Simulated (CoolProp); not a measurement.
Vapour-liquid equilibrium of CH2F2 (R32) (1) + R134a (2) at 6.25 °C; x and y are mole fractions of (1).

Values from CoolProp's multi-fluid Helmholtz-energy mixture model, Tillner-Roth 1997 and Tillner-Roth 1994; pair parameters Lemmon 2004.

**Question.** Give the bubble pressure and the first vapour's composition at x = 0.125, 0.425, 0.65. Is there an azeotrope?

**Answer.** x = 0.125: 0.4419 MPa, y = 0.259; x = 0.425: 0.6234 MPa, y = 0.632; x = 0.65: 0.7616 MPa, y = 0.807. No azeotrope shows between x = 0.05 and 0.95.

The pair parameters rest on a limited set of measurements; away from them the model extrapolates.
